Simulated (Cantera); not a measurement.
Input (Python, Cantera) and output of one run.

```python
import numpy as np
import cantera as ct

gas_names = """
    F FO FO2 F2 F2O H HF HOF HO2 H2 H2F2 H2O H2O2 H3F3 H4F4 H5F5 H6F6 H7F7 O OH O2 O3 Si SiF SiF2 SiF3
    SiF4 SiH SiHF3 SiH2 SiH2F2 SiH3 SiH3F SiH4 SiO SiO2 Si2 Si3
""".split()
cond_names = """
    H2O(s) H2O(L) Si(cr) Si(L) SiO2(Lqz) SiO2(hqz) SiO2(L)
""".split()


def load(file, names, dense=False):
    # The tables refer to 1 bar. Condensed volumes are neglected.
    table = {s.name: s for s in ct.Species.list_from_file(file)}
    out = []
    for n in names:
        d = dict(table[n].input_data)
        d["thermo"] = dict(d["thermo"], **{"reference-pressure": 1e5})
        if dense:
            d["equation-of-state"] = {"model": "constant-volume", "density": "1e6 g/cm^3"}
        out.append(ct.Species.from_dict(d))
    return out


gas = ct.Solution(thermo="ideal-gas", species=load("nasa_gas.yaml", gas_names))
cond = {s.name: ct.Solution(thermo="fixed-stoichiometry", species=[s], name=s.name)
        for s in load("nasa_condensed.yaml", cond_names, dense=True)}
atoms = {
    'SiF4': {'Si': 1, 'F': 4},
    'O2': {'O': 2},
    'H2': {'H': 2},
}
top_T = {}  # K; cautious upper limits of use, not melting points


def equilibrate(T, P, feed):
    n = {}
    for name, mol in feed.items():
        for a, k in atoms[name].items():
            n[a] = n.get(a, 0.0) + k * mol
    gas.TPX = T, P, n
    mass = sum(n.values()) * gas.mean_molecular_weight
    gas.equilibrate("TP")
    valid = [c for c in cond.values() if c.min_temp <= T <= top_T.get(c.name, c.max_temp)]
    mix = ct.Mixture([(gas, mass / gas.mean_molecular_weight)] + [(c, 0.0) for c in valid])
    mix.T, mix.P = T, P
    mix.equilibrate("TP", solver="vcs", rtol=1e-11, max_steps=5000)
    return mix


results = []
T = 1998  # K
P = 17000  # Pa
for m in [1, 1.6, 2.5, 4, 6.2, 9.8, 15]:
    feed = {'SiF4': 1, 'O2': 3, 'H2': m}  # mol
    mix = equilibrate(T, P, feed)
    results.append((T, P, feed, dict(zip(mix.species_names, mix.species_moles))))

top = {s: max(r[3][s] / sum(r[3][g] for g in gas_names) for r in results) for s in gas_names}
cols = sorted((s for s in top if top[s] > 1e-05), key=lambda s: -top[s])[:9]
seen = [c for c in cond_names if any(r[3].get(c, 0) > 1e-12 for r in results)]
print("log10 of partial pressures in bar; condensed amounts in mol")
print(f"{'n(H2)':>10s}" + "".join(f"{s[:9]:>10s}" for s in cols + seen))
for T, P, feed, n in results:
    ng = sum(n[g] for g in gas_names)
    print(f"{feed['H2']:10.4g}" + "".join(f"{np.log10(max(n[s] / ng * P / 1e5, 1e-99)):10.3f}" for s in cols)
          + "".join(f"{n.get(c, 0):10.4g}" for c in seen))
```

Output:

```
log10 of partial pressures in bar; condensed amounts in mol
     n(H2)        HF        H2        O2       H2O      SiF4        OH         H         O       SiO   SiO2(L)
         1    -1.197    -5.654    -1.069    -2.642    -1.738    -3.612    -5.622    -3.716    -7.168    0.4649
       1.6    -1.063    -5.188    -1.169    -2.227    -2.035    -3.429    -5.389    -3.766    -7.118    0.7008
       2.5    -0.992    -4.643    -1.320    -1.757    -2.692    -3.232    -5.116    -3.841    -7.043    0.9259
         4    -1.017    -4.052    -1.619    -1.315    -3.674    -3.086    -4.821    -3.991    -6.893    0.9912
       6.2    -1.083    -2.371    -4.515    -1.083    -4.402    -3.694    -3.980    -5.439    -5.445    0.9978
       9.8    -1.241    -1.264    -7.043    -1.239    -4.720    -4.404    -3.427    -6.703    -4.181    0.9938
        15    -1.399    -1.049    -7.790    -1.397    -5.040    -4.670    -3.319    -7.076    -3.808    0.9831
```

Cantera equilibrium calculation (NASA polynomials, part measured and part estimated; ideal gas, pure solids and liquids). The tables' values for SiF3 are old estimates; treat these amounts as uncertain. The tables hold silica as quartz up to 1696 K and as liquid above; real silica turns to tridymite and cristobalite and melts near 1996 K. Gases not in the tables: Si(OH)4.
